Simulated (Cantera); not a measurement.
Charge: 1 mol C₂H₅OH, 1.6 mol H₂O, 0.85 mol H₂, held at 19.0 Pa.

Method: chemical equilibrium by Gibbs-energy minimisation in Cantera with the NASA 1993 tables (ideal gas, pure condensed phases). Candidate condensed phases: C, C₆H₆, C₇H₈, C₈H₁₈, H₂O; 110 gas species. Equilibrium is a limit: real reactors are often held back by kinetics, nucleation or transport. All values below are at 2602 °C.

Base state: H 0.795, CO 0.150, O 0.0438, H₂ 0.0107, OH 0.000948, CO₂ 8.35e-5, O₂ 6.94e-5, H₂O 4.26e-5 (mole fractions); condensed: gas only.

Task: What changes in the equilibrium state with this change: pressure from 19.0 Pa to 60.0 Pa?

Result: 
| species | before | after |
|---|---|---|
| H | 0.795 | 0.769 |
| CO | 0.150 | 0.153 |
| O | 0.0438 | 0.0422 |
| H₂ | 0.0107 | 0.0317 |
| H₂O | 4.26e-5 | 0.000384 |
| CO₂ | 8.35e-5 | 0.000260 |
| OH | 0.000948 | 0.00279 |
| O₂ | 6.94e-5 | 0.000204 |
